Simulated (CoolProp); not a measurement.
A Linde-Hampson liquefier for nitrogen: isothermal reversible compression at 200 K from 1 atm to 20 MPa, throttling to 1 atm, return gas leaving the recuperator 10 K below the feed. Each further row changes one setting.

The numbers come from the reference Helmholtz-energy equation of state, Span 2000 in CoolProp.

| case | liquid yield per pass | compression work (kJ/kg of gas) |
|---|---|---|
| as stated | [?] | 296 |
| high pressure 40 MPa | [?] | [?] |
| warm-end temperature 230 K | [?] | [?] |
| warm-end gap 15 K | [?] | 296 |

Fill in the missing entries.


- as stated, liquid yield per pass: 0.209
- high pressure 40 MPa, liquid yield per pass: 0.233
- high pressure 40 MPa, compression work (kJ/kg of gas): 340
- warm-end temperature 230 K, liquid yield per pass: 0.136
- warm-end temperature 230 K, compression work (kJ/kg of gas): 351
- warm-end gap 15 K, liquid yield per pass: 0.195
